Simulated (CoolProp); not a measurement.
Vapour-liquid equilibrium of CHF3 (R23) (1) + R227EA (2) at 261.1 K; x and y are mole fractions of (1).

Values from CoolProp's multi-fluid Helmholtz-energy mixture model, Penoncello 2003 and Lemmon 2016; pair parameters Bell 2016.

```
x     bubble pressure, mixture model (MPa)  bubble pressure, Raoult's law (MPa)  y, mixture model  y, Raoult's law
----  ------------------------------------  -----------------------------------  ----------------  ---------------
0.05                                0.1949                               0.2042             0.388            0.435
0.2                                 0.4356                               0.4524             0.748            0.785
0.35                                0.6842                               0.7005             0.856            0.887
0.5                                 0.9245                               0.9486             0.907            0.936
0.65                                 1.158                                1.197             0.940            0.964
0.8                                  1.399                                1.445             0.965            0.983
0.95                                 1.672                                1.693             0.991            0.996
```

The largest gap from Raoult's law is -4.6 % in bubble pressure, at x = 0.05. No azeotrope shows between x = 0.05 and 0.95.

Pair parameters are fitted to limited data, so mixtures are less certain than the pure fluids.
